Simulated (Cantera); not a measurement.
**ZrN + H2 (sublimation and decomposition of ceramics)**

Feed: 1 mol ZrN, 0.15 mol H2, equilibrated at 2123.15 K.

Equilibrium computed with Cantera from the NASA thermochemical tables; the gas is ideal and each condensed phase is pure. Candidate condensed phases: Zr, ZrN; 11 gas species. ZrN: taken at fixed stoichiometry. Kinetics and transport are ignored.

From 0.00750 Torr to 7500 Torr the condensed part is ZrN(s).

```
P (Pa)    x H2      x H     x Zr      x N2  n ZrN(s)
-------  -----  -------  -------  --------  --------
1        0.338    0.660  0.00144  0.000720     1.000
16       0.753    0.246  8.99e-5   4.50e-5     1.000
250      0.931   0.0693  5.76e-6   2.88e-6     1.000
4000     0.982   0.0178  3.60e-7   1.80e-7      1.00
63000    0.995  0.00451  2.32e-8   1.11e-8      1.00
1000000  0.999  0.00113  2.00e-9  3.73e-10      1.00
```
x: gas mole fraction; n: condensed amount in mol.
